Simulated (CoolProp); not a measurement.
Properties of water at several states (Tc = 373.9 °C, pc = 22.06 MPa, ω = 0.344).

Model: reference Helmholtz-energy equation of state, Wagner 2002, in CoolProp.

| T (°C) | p (MPa) | phase | Z | cv (kJ/(kg K)) | Prandtl number | fugacity coefficient |
|---|---|---|---|---|---|---|
| 242.75 | 0.708 | gas | 0.9734 | 1.598 | 0.976 | 0.9743 |
| 450.65 | 84.9 | supercritical | 0.4407 | 2.738 | 0.897 | 0.3945 |
| 306.65 | 8.09 | gas | 0.7493 | 2.595 | 1.46 | 0.8082 |
| 197.15 | 0.0176 | gas | 0.9991 | 1.480 | 0.952 | 0.9991 |

Viscosity comes from a separate model (Huber 2009). Thermal conductivity comes from a separate model (Huber 2012).
